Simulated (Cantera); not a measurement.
# Ignition delay

Mixture: CH₄ : CO : O₂ : N₂ = 1 : 0.12 : 1.68 : 6.33 (molar parts), at 10.0 bar, adiabatic and at constant volume. Ignition delay is the time to a rise of 400 K.

Computed with Cantera and GRI-Mech 3.0 (53 species, 325 reactions).

```json
[
 {"T0 (K)": "1298", "delay (ms)": "1.75"},
 {"T0 (K)": "1373", "delay (ms)": "0.746"},
 {"T0 (K)": "1448", "delay (ms)": "0.336"},
 {"T0 (K)": "1523", "delay (ms)": "0.159"},
 {"T0 (K)": "1598", "delay (ms)": "0.0788"},
 {"T0 (K)": "1673", "delay (ms)": "0.0411"},
 {"T0 (K)": "1748", "delay (ms)": "0.0226"},
 {"T0 (K)": "1823", "delay (ms)": "0.0132"}
]
```

```yaml
apparent activation energy between 1673 and 1823 K: 190 kJ/mol
```
